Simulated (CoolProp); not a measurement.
Properties of R11 at several states.

Computed with CoolProp (reference Helmholtz-energy equation of state, Jacobsen 1992).

```json
[
 {"T (K)": "404.1", "p (MPa)": "1.6", "phase": "liquid", "cv (kJ/(kg K))": "0.6462", "speed of sound (m/s)": "385.4", "fugacity coefficient": "0.7708"},
 {"T (K)": "306.5", "p (MPa)": "2.6", "phase": "liquid", "cv (kJ/(kg K))": "0.6003", "speed of sound (m/s)": "721.3", "fugacity coefficient": "0.05677"},
 {"T (K)": "442.2", "p (MPa)": "6.18", "phase": "liquid", "cv (kJ/(kg K))": "0.6593", "speed of sound (m/s)": "325.3", "fugacity coefficient": "0.3824"}
]
```
